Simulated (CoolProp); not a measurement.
Vapour-liquid equilibrium of cyclohexane (1) + dimethyl carbonate (2) at 0.0471 MPa; x and y are mole fractions of (1).

Computed with CoolProp (multi-fluid Helmholtz-energy mixture model, Zhou 2014 and Zhou 2011; pair parameters Bell 2016).

| x | bubble temperature, mixture model (K) | bubble temperature, Raoult's law (K) | y, mixture model | y, Raoult's law |
|---|---|---|---|---|
| 0.05 | 335.2 | 340.4 | 0.231 | 0.070 |
| 0.125 | 330.0 | 339.5 | 0.411 | 0.171 |
| 0.2 | 327.1 | 338.7 | 0.501 | 0.266 |
| 0.275 | 325.6 | 337.8 | 0.551 | 0.356 |
| 0.35 | 324.8 | 337.0 | 0.581 | 0.440 |
| 0.425 | 324.3 | 336.2 | 0.600 | 0.520 |
| 0.5 | 324.1 | 335.4 | 0.614 | 0.595 |
| 0.575 | 324.0 | 334.6 | 0.627 | 0.666 |
| 0.65 | 323.9 | 333.8 | 0.642 | 0.733 |
| 0.725 | 324.0 | 333.1 | 0.663 | 0.797 |
| 0.8 | 324.4 | 332.3 | 0.697 | 0.856 |
| 0.875 | 325.4 | 331.6 | 0.755 | 0.913 |
| 0.95 | 327.5 | 330.8 | 0.865 | 0.966 |

The largest gap from Raoult's law is -12.2 K in bubble temperature, at x = 0.35. y crosses x between x = 0.575 and 0.65: the model has an azeotrope there.

Pair parameters are fitted to limited data, so mixtures are less certain than the pure fluids.
